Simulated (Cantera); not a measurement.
A perfectly stirred reactor is fed with 2.82 % CH₄, 97.2 % H₂, at 2000 Pa; it is held at 1775 K, and followed from long to short residence time.

Cantera simulation using GRI-Mech 3.0 (53 species, 325 reactions); the numbers are that mechanism's predictions, not measurements. GRI-Mech 3.0 stops at C3 and has no aromatics, soot or wall deposition, so with more carbon than oxygen in the feed, carbon stays in small species such as C2H2 where larger ones or solid carbon would form. Radical loss at walls, strong at low pressure, is not modelled.

Predict: x(CH₄) at τ = 4.70 s; x(H₂) at τ = 4.70 s; x(CH₂) at τ = 4.70 s; x(C₂H) at τ = 4.70 s; x(C₂H₆) at τ = 4.70 s; x(CH₄) at τ = 90.0 ms; x(H₂) at τ = 90.0 ms; x(CH₂) at τ = 90.0 ms; x(C₂H) at τ = 90.0 ms; x(C₂H₆) at τ = 90.0 ms.


```json
{
  "x(CH₄) at τ = 4.70 s": "0.00469",
  "x(H₂) at τ = 4.70 s": "0.982",
  "x(CH₂) at τ = 4.70 s": "3.62e-7",
  "x(C₂H) at τ = 4.70 s": "1.69e-7",
  "x(C₂H₆) at τ = 4.70 s": "1.11e-7",
  "x(CH₄) at τ = 90.0 ms": "0.0224",
  "x(H₂) at τ = 90.0 ms": "0.973",
  "x(CH₂) at τ = 90.0 ms": "7.86e-7",
  "x(C₂H) at τ = 90.0 ms": "2.59e-8",
  "x(C₂H₆) at τ = 90.0 ms": "1.61e-6"
}
```
